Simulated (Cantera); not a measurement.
# Hydrocarbon pyrolysis for carbon deposition

An isothermal, constant-pressure homogeneous reactor starts with CH4 : N2 = 1.5 : 77 (molar parts), at 1450 K and 0.00148 atm.

Detailed kinetics in Cantera: GRI-Mech 3.0 (53 species, 325 reactions). GRI-Mech 3.0 stops at C3 and has no aromatics, soot or wall deposition, so with more carbon than oxygen in the feed, carbon stays in small species such as C2H2 where larger ones or solid carbon would form. Radical loss at walls, strong at low pressure, is not modelled.

```tsv
t (s)	x CH4	x H	x HCN	x C2H2	x C2H	x C2H4	x CH2
1.00e-6	0.0191	3.40e-12	<1e-12	<1e-12	<1e-12	<1e-12	<1e-12
4.64e-6	0.0191	1.58e-11	<1e-12	<1e-12	<1e-12	<1e-12	<1e-12
2.15e-5	0.0191	7.30e-11	<1e-12	<1e-12	<1e-12	<1e-12	<1e-12
0.000100	0.0191	3.32e-10	<1e-12	<1e-12	<1e-12	<1e-12	<1e-12
0.000464	0.0191	1.42e-9	<1e-12	<1e-12	<1e-12	<1e-12	<1e-12
0.00215	0.0191	4.56e-9	<1e-12	<1e-12	<1e-12	<1e-12	<1e-12
0.0100	0.0191	7.00e-9	<1e-12	<1e-12	<1e-12	<1e-12	<1e-12
0.0464	0.0191	7.06e-9	<1e-12	<1e-12	<1e-12	6.10e-12	<1e-12
0.215	0.0191	7.10e-9	<1e-12	2.44e-12	<1e-12	6.70e-10	4.94e-12
1.00	0.0191	7.97e-9	<1e-12	1.16e-9	<1e-12	6.72e-8	9.48e-11
4.64	0.0191	2.77e-8	<1e-12	5.47e-7	<1e-12	6.26e-6	1.86e-9
21.5	0.0179	7.56e-7	5.76e-10	0.000223	1.66e-10	0.000327	2.45e-8
100	0.00899	7.01e-6	7.24e-8	0.00478	3.12e-9	0.000142	2.65e-8
```
x: mole fraction; the columns are a selection and need not sum to one.

Equilibrium at this temperature and pressure: CH4 3.68e-7, H 4.12e-5, HCN 0.0163, C2H2 0.00124, C2H 2.49e-9, C2H4 2.47e-8, CH2 1.24e-11 (gas phase only).
